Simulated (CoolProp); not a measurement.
Vapour-liquid equilibrium of cyclohexane (1) + ethanol (2) at 340.8 K; x and y are mole fractions of (1).

The numbers come from the multi-fluid Helmholtz-energy mixture model, Zhou 2014 and Schroeder 2014; pair parameters Bell 2016 in CoolProp.

Problem. Give the bubble pressure and the first vapour's composition at x = 0.5, 0.8, 0.95. Is there an azeotrope?

Solution. x = 0.5: 106.5 kPa, y = 0.523; x = 0.8: 102.6 kPa, y = 0.576; x = 0.95: 82.64 kPa, y = 0.782. y crosses x between x = 0.5 and 0.65: the model has an azeotrope there.

Pair parameters are fitted to limited data, so mixtures are less certain than the pure fluids. With so large a gap from Raoult's law the liquid may split in two, which this calculation doesn't test in full.
